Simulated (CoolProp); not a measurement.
A closed Brayton cycle with carbon dioxide: compressor inlet 332.15 K and 8.6 MPa, high pressure 16.7 MPa, turbine inlet 845 K, compressor efficiency 0.89, turbine efficiency 0.85, recuperator effectiveness 0.8 (on enthalpy, no pinch check). Each further row changes one setting.

Model: reference Helmholtz-energy equation of state, Span 1996, in CoolProp.

| case | thermal efficiency (%) | net work (kJ/kg) | compressor to turbine work | compressor exit (K) | turbine exit (K) |
|---|---|---|---|---|---|
| as stated | 23.4 | 54.1 | 0.38 | 388.2 | 767.9 |
| turbine inlet 795 K | … | … | 0.40 | 388.2 | 720.6 |
| compressor inlet 342.15 K | 22.8 | 50.3 | … | 401.3 | 767.9 |
| high pressure 14.2 MPa | 20.3 | 42.4 | 0.36 | … | 786.4 |
| recuperator effectiveness 0.5 | 14.9 | 54.1 | 0.38 | 388.2 | 767.9 |

Problem. Complete the blanks.

Solution. 
- turbine inlet 795 K, thermal efficiency (%): 22.6
- turbine inlet 795 K, net work (kJ/kg): 48.4
- compressor inlet 342.15 K, compressor to turbine work: 0.42
- high pressure 14.2 MPa, compressor exit (K): 374.2
